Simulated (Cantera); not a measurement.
A closed system holds: 1 mol MgO, 0.42 mol SO3, 0.64 mol O2, held at 777 °C and 10.0 Torr.

Method: chemical equilibrium by Gibbs-energy minimisation in Cantera with the NASA 1993 tables (ideal gas, pure condensed phases). Candidate condensed phases: Mg, MgO, MgS, MgSO4, S; 14 gas species. Mutual solubility and eutectic melting of coexisting phases are not modelled. Equilibrium is a limit: real reactors are often held back by kinetics, nucleation or transport.

Base state: O2 0.982, SO2 0.0158, SO3 0.00187 (mole fractions); condensed: MgO(s) + MgSO4(s).

### Question
What changes in the equilibrium state with this change: pressure from 10.0 Torr to 75.0 Torr?

### Answer
```csv
species,before,after
O2,0.982,0.999
SO2,0.0158,0.000762
SO3,0.00187,0.000249
"MgO(s), mol",0.592,0.581
"MgSO4(s), mol",0.408,0.419
```
